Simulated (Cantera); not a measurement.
Cantera run:

```python
import numpy as np
import cantera as ct

gas_names = """
    B BH BH2 BH3 BN BO BO2 B2 B2O B2O2 B2O3 B3O3H3 H HBO HBO2 HNO HNO2 HNO3 HO2 H2 H2O H2O2 H3B3O6 N NH
    NH2 NH3 NH2OH NO NO2 NO3 N2 N2H2 N2H4 N2O O OH O2 O3
""".split()
cond_names = """
    B(b) B(L) BN(s) B2O3(L) B3O3H3(cr) H2O(s) H2O(L)
""".split()


# ... load() reads the species with a 1 bar reference pressure and builds the phases ...
atoms = {
    'B2O3': {'B': 2, 'O': 3},
    'N2': {'N': 2},
    'H2': {'H': 2},
}
top_T = {'BN(s)': 3200}  # K; cautious upper limits of use, not melting points


# ... equilibrate(T, P, feed) seeds the gas with the atoms and calls Mixture.equilibrate('TP', solver="vcs", rtol=1e-11, max_steps=5000) ...
results = []
feed = {'B2O3': 1, 'N2': 19, 'H2': 0.19}  # mol
P = 10000  # Pa
for T in [998, 1198, 1398, 1598, 1798, 1998, 2198, 2398]:
    mix = equilibrate(T, P, feed)
    results.append((T, P, feed, dict(zip(mix.species_names, mix.species_moles))))

top = {s: max(r[3][s] / sum(r[3][g] for g in gas_names) for r in results) for s in gas_names}
cols = sorted((s for s in top if top[s] > 1e-05), key=lambda s: -top[s])[:7]
seen = [c for c in cond_names if any(r[3].get(c, 0) > 1e-12 for r in results)]
print("log10 of partial pressures in bar; condensed amounts in mol")
print(f"{'T/K':>10s}" + "".join(f"{s[:9]:>10s}" for s in cols + seen))
for T, P, feed, n in results:
    ng = sum(n[g] for g in gas_names)
    print(f"{T:10.4g}" + "".join(f"{np.log10(max(n[s] / ng * P / 1e5, 1e-99)):10.3f}" for s in cols)
          + "".join(f"{n.get(c, 0):10.4g}" for c in seen))
```

Result:

```
log10 of partial pressures in bar; condensed amounts in mol
       T/K        N2      B2O3        BO        H2      HBO2         H       BO2     BN(s)   B2O3(L)
       998    -1.004   -11.517   -15.552    -3.006    -7.277   -10.170   -16.977 0.0005695    0.9997
      1198    -1.004    -8.065   -11.264    -3.006    -5.788    -8.224   -13.001 0.0006232    0.9995
      1398    -1.004    -5.640    -8.225    -3.010    -4.755    -6.830   -10.185   0.00151     0.997
      1598    -1.005    -3.849    -5.964    -3.035    -4.012    -5.792    -8.089  0.004233    0.9577
      1798    -1.021    -2.477    -4.412    -3.201    -3.326    -5.054    -6.277         0    0.2396
      1998    -1.027    -2.369    -3.744    -3.302    -3.185    -4.446    -5.248         0         0
      2198    -1.028    -2.390    -3.295    -3.412    -3.096    -3.960    -4.421         0         0
      2398    -1.030    -2.430    -2.988    -3.602    -3.032    -3.603    -3.690         0         0
```

Equilibrium computed with Cantera from the NASA thermochemical tables; the gas is ideal and each condensed phase is pure. N2 is the only nitrogen source here; it is nearly inert below about 1500 K, so the nitride shown seldom forms there in practice. Mutual solubility and eutectic melting of coexisting phases are not modelled.
